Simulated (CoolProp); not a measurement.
Vapour-liquid equilibrium of dimethyl ether (1) + n-perfluorobutane (2) at 325.4 K; x and y are mole fractions of (1).

Computed with CoolProp (multi-fluid Helmholtz-energy mixture model, Wu 2011 and Gao 2022; pair parameters Bell 2016).

```
x      bubble pressure, mixture model (kPa)  bubble pressure, Raoult's law (kPa)  y, mixture model  y, Raoult's law
-----  ------------------------------------  -----------------------------------  ----------------  ---------------
0.05                             (withheld)                                620.5             0.179            0.097
0.125                            (withheld)                                666.9             0.358            0.226
0.2                              (withheld)                                713.2             0.471            0.339
0.275                                  1166                                759.6             0.545            0.437
0.35                                   1258                                806.0             0.597            0.524
0.425                                  1324                                852.3             0.634            0.602
0.5                              (withheld)                                898.7             0.662            0.672
0.575                                  1397                                945.0             0.686            0.735
0.65                                   1414                                991.4             0.708            0.792
0.725                                  1421                                 1038             0.732            0.844
0.8                              (withheld)                                 1084             0.763            0.891
0.875                                  1387                                 1130             0.810            0.935
0.95                             (withheld)                                 1177        (withheld)            0.975
```

### Question
What belongs in the gaps?

### Answer

- 0.05, bubble pressure, mixture model (kPa): 712.2
- 0.125, bubble pressure, mixture model (kPa): 888.2
- 0.2, bubble pressure, mixture model (kPa): 1042
- 0.5, bubble pressure, mixture model (kPa): 1368
- 0.8, bubble pressure, mixture model (kPa): 1416
- 0.95, bubble pressure, mixture model (kPa): 1309
- 0.95, y, mixture model: 0.897

The largest gap from Raoult's law is +56.1 % in bubble pressure, at x = 0.35. y crosses x between x = 0.725 and 0.8: the model has an azeotrope there.

The pair parameters rest on a limited set of measurements; away from them the model extrapolates. With so large a gap from Raoult's law the liquid may split in two, which this calculation doesn't test in full.
